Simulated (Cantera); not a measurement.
Input: 1 mol S, 0.023 mol SO₂, 0.11 mol H₂, at 0.490 bar.

These are equilibrium values from Cantera (NASA tables, ideal gas, pure condensed phases), not measurements of a reactor. Candidate condensed phases: H₂O, H₂SO₄, S; 34 gas species. Ions and electrons are included (thermal ionisation). Equilibrium is a limit: real reactors are often held back by kinetics, nucleation or transport. All values below are at 4727 °C.

Base state: S 0.788, H 0.170, O 0.0342, S₂ 0.00410, SO 0.00162, SH 0.00115, H₂ 0.000342, S+ 0.000181 (mole fractions); condensed: gas only.

**Question.** What changes in the equilibrium state with this change: SO₂ from 0.023 to 0.055 mol?

**Answer.** 
| species | before | after |
|---|---|---|
| S | 0.788 | 0.756 |
| H | 0.170 | 0.158 |
| O | 0.0342 | 0.0763 |
| O₂ | 1.17e-5 | 5.81e-5 |
| SO | 0.00162 | 0.00348 |
| OH | 0.000128 | 0.000266 |
| H₂ | 0.000342 | 0.000297 |
| SH | 0.00115 | 0.00102 |
